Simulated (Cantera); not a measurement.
An adiabatic, constant-volume homogeneous reactor starts with H2 : O2 : N2 = 1 : 1.09 : 4.09 (molar parts), equivalence ratio 0.46, at 1650 K and 1.00 bar.

Model: the H2/O2 subset of GRI-Mech 3.0, which has no nitrogen chemistry, integrated in Cantera.

**Question.** Predict: time of steepest temperature rise; temperature at 5.00 s; equilibrium temperature; x(H2) at 5.00 s; x(O2) at 5.00 s; x(H) at 5.00 s; x(H2O) at 5.00 s; x(H2O2) at 5.00 s; x(OH) at 5.00 s; x(O) at 5.00 s.

**Answer.** 
* **time of steepest temperature rise**: 9.48 µs
* **temperature at 5.00 s**: 2727 K
* **equilibrium temperature**: 2727 K
* **x(H2) at 5.00 s**: 0.00650 (gas-phase equilibrium 0.00650)
* **x(O2) at 5.00 s**: 0.0950 (gas-phase equilibrium 0.0950)
* **x(H) at 5.00 s**: 0.00410 (gas-phase equilibrium 0.00410)
* **x(H2O) at 5.00 s**: 0.152 (gas-phase equilibrium 0.152)
* **x(H2O2) at 5.00 s**: 6.42e-7 (gas-phase equilibrium 6.42e-7)
* **x(OH) at 5.00 s**: 0.0251 (gas-phase equilibrium 0.0251)
* **x(O) at 5.00 s**: 0.0101 (gas-phase equilibrium 0.0101)
